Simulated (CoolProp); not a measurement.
Vapour-liquid equilibrium of CHF3 (R23) (1) + propylene (2) at -57.95 °C; x and y are mole fractions of (1).

Computed with CoolProp (multi-fluid Helmholtz-energy mixture model, Penoncello 2003 and Lemmon 2013; pair parameters Bell 2016).

Task: Give the bubble pressure and the first vapour's composition at x = 0.35, 0.65, 0.8. Is there an azeotrope?

Result: x = 0.35: 263.7 kPa, y = 0.811; x = 0.65: 308.6 kPa, y = 0.866; x = 0.8: 324.2 kPa, y = 0.897. No azeotrope shows between x = 0.05 and 0.95.

The pair parameters rest on a limited set of measurements; away from them the model extrapolates. With so large a gap from Raoult's law the liquid may split in two, which this calculation doesn't test in full.
